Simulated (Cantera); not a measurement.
A perfectly stirred reactor is fed with C₃H₈ : O₂ : N₂ = 1 : 4.17 : 15.7 (molar parts), at 8.29 atm; it is adiabatic with a 475 K inlet, and is followed from long to short residence time, starting on the burning branch (τ in s: 0.071, 0.037, 0.019, 0.01, 0.0053, 0.0028, 0.0015, 0.00076, 0.0004, 0.00021, 0.00011, 5.7e-05, 3e-05).

Computed with Cantera and GRI-Mech 3.0 (53 species, 325 reactions). GRI-Mech 3.0 was tuned for natural gas; its chemistry of propane as a main component is partial and can be far from experiment.

**Question.** Predict: blow-out, bracketed by the residence times tried; x(C₃H₈) at τ = 71.0 ms; x(O₂) at τ = 71.0 ms; x(H) at τ = 71.0 ms; x(OH) at τ = 71.0 ms; x(C₂H₄) at τ = 71.0 ms; x(C₃H₈) at τ = 1.50 ms; x(O₂) at τ = 1.50 ms; x(H) at τ = 1.50 ms; x(OH) at τ = 1.50 ms; x(C₂H₄) at τ = 1.50 ms.

**Answer.** 
- blow-out, bracketed by the residence times tried: burning at 30.0 µs, the shortest tried
- x(C₃H₈) at τ = 71.0 ms: 6.27e-8
- x(O₂) at τ = 71.0 ms: 8.84e-5
- x(H) at τ = 71.0 ms: 0.000628
- x(OH) at τ = 71.0 ms: 0.000852
- x(C₂H₄) at τ = 71.0 ms: 3.96e-7
- x(C₃H₈) at τ = 1.50 ms: 1.87e-6
- x(O₂) at τ = 1.50 ms: 0.000860
- x(H) at τ = 1.50 ms: 0.00165
- x(OH) at τ = 1.50 ms: 0.00209
- x(C₂H₄) at τ = 1.50 ms: 7.70e-6
